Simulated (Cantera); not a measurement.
Charge: 1 mol Al₂O₃, 0.56 mol H₂, at 1498 K and 0.000110 bar.

These are equilibrium values from Cantera (NASA tables, ideal gas, pure condensed phases), not measurements of a reactor. Candidate condensed phases: Al, Al₂O₃, H₂O; 19 gas species. Kinetics and transport are ignored.

Base state: H₂ 0.998, H 0.00164 (mole fractions); condensed: Al₂O₃(s).

Task: What changes in the equilibrium state with this change: temperature from 1498 K to 2148 K?

Result: 
| species | before | after |
|---|---|---|
| H₂ | 0.998 | 0.661 |
| H | 0.00164 | 0.323 |
| H₂O | 6.29e-6 | 0.00885 |
| Al | 3.99e-6 | 0.00547 |
| OH | <1e-9 | 0.000557 |
| AlO | <1e-9 | 0.000317 |
| O | <1e-9 | 0.000192 |
| AlO₂H | <1e-9 | 1.85e-5 |
| Al₂O | 9.10e-8 | 0.000538 |
| Al₂O₃(s), mol | 1.000 | 0.998 |
The tables' values for AlOH are old estimates; treat these amounts as uncertain.

Task: What changes in the equilibrium state with this change: temperature from 1498 K to 1800 K?

Result: 
| species | before | after |
|---|---|---|
| H₂ | 0.998 | 0.966 |
| H | 0.00164 | 0.0335 |
| H₂O | 6.29e-6 | 0.000404 |
| Al | 3.99e-6 | 0.000247 |
| Al₂O | 9.10e-8 | 1.35e-5 |
| Al₂O₃(s), mol | 1.000 | 1.000 |
